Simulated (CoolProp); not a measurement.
1,2-dichloroethane at 494.71 K and 1.09 MPa is throttled through a valve to 0.135 MPa with no heat exchange. Each further row changes one setting.

Model: reference Helmholtz-energy equation of state, Thol 2015, in CoolProp.

```
case                        temperature change (K)  final density (kg/m³)
--------------------------  ----------------------  ---------------------
as stated                                        …                      …
outlet pressure 0.0405 MPa                       …                   1.01
outlet pressure 0.176 MPa                        …                      …
```

Q: Fill in the missing entries.

A: 
- as stated, temperature change (K): -14.2
- as stated, final density (kg/m³): 3.40
- outlet pressure 0.0405 MPa, temperature change (K): -15.6
- outlet pressure 0.176 MPa, temperature change (K): -13.6
- outlet pressure 0.176 MPa, final density (kg/m³): 4.44
